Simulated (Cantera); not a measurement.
An isothermal, constant-pressure homogeneous reactor starts with C3H8 : H2 = 1 : 1.9 (molar parts), at 1725 K and 0.938 atm. Integrator tolerance rtol = 1e-08.

Model: GRI-Mech 3.0 (53 species, 325 reactions), integrated in Cantera. GRI-Mech 3.0 was tuned for natural gas; its chemistry of propane as a main component is partial and can be far from experiment. GRI-Mech 3.0 stops at C3 and has no aromatics, soot or wall deposition, so with more carbon than oxygen in the feed, carbon stays in small species such as C2H2 where larger ones or solid carbon would form.

Q: What does this change do: pressure from 0.938 atm to 0.0132 atm?

A: 
| quantity | before | after |
|---|---|---|
| x(C3H8) at 1.00 s | 6.53e-9 (gas-phase equilibrium 6.53e-9) | 5.66e-11 (gas-phase equilibrium <1e-12) |
| x(H2) at 1.00 s | 0.722 (gas-phase equilibrium 0.722) | 0.735 (gas-phase equilibrium 0.744) |
| x(C2H2) at 1.00 s | 0.242 (gas-phase equilibrium 0.242) | 0.251 (gas-phase equilibrium 0.254) |
| x(C2H4) at 1.00 s | 0.00662 (gas-phase equilibrium 0.00662) | 0.000125 (gas-phase equilibrium 0.000101) |
| x(C2H6) at 1.00 s | 8.86e-6 (gas-phase equilibrium 8.86e-6) | 7.54e-7 (gas-phase equilibrium 1.95e-9) |
| x(H) at 1.00 s | 0.000163 (gas-phase equilibrium 0.000163) | 0.00121 (gas-phase equilibrium 0.00140) |
Radical loss at walls, strong at low pressure, is not modelled.
